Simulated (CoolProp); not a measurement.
Vapour-liquid equilibrium of acetone (1) + n-nonane (2) at 0.0248 MPa; x and y are mole fractions of (1).

Model: multi-fluid Helmholtz-energy mixture model, Lemmon 2006 and Lemmon 2006; pair parameters Bell 2016, in CoolProp.

```csv
x,bubble temperature (°C),y at the bubble point,dew temperature at overall composition x (°C),liquid density (mol/L)
0.05,59.5,0.847,103.1,5.523
0.125,37.0,0.955,100.8,5.953
0.2,29.1,0.973,98.4,6.323
0.275,?,0.979,?,6.695
0.35,24.5,0.981,?,7.090
0.425,24.1,0.982,89.7,7.521
0.5,24.0,0.982,?,8.000
0.575,24.0,0.982,82.1,8.538
0.65,23.9,0.982,77.5,9.149
0.725,23.6,0.983,72.0,?
0.8,?,0.985,?,10.66
0.875,22.2,0.988,55.5,11.61
0.95,21.1,?,38.9,12.74
```

Q: Fill in the missing entries.

A: 
- 0.275, bubble temperature (°C): 25.9
- 0.275, dew temperature at overall composition x (°C): 95.7
- 0.35, dew temperature at overall composition x (°C): 92.8
- 0.5, dew temperature at overall composition x (°C): 86.1
- 0.725, liquid density (mol/L): 9.849
- 0.8, bubble temperature (°C): 23.1
- 0.8, dew temperature at overall composition x (°C): 65.1
- 0.95, y at the bubble point: 0.994

No azeotrope shows between x = 0.05 and 0.95.

Pair parameters are fitted to limited data, so mixtures are less certain than the pure fluids. With so large a gap from Raoult's law the liquid may split in two, which this calculation doesn't test in full.
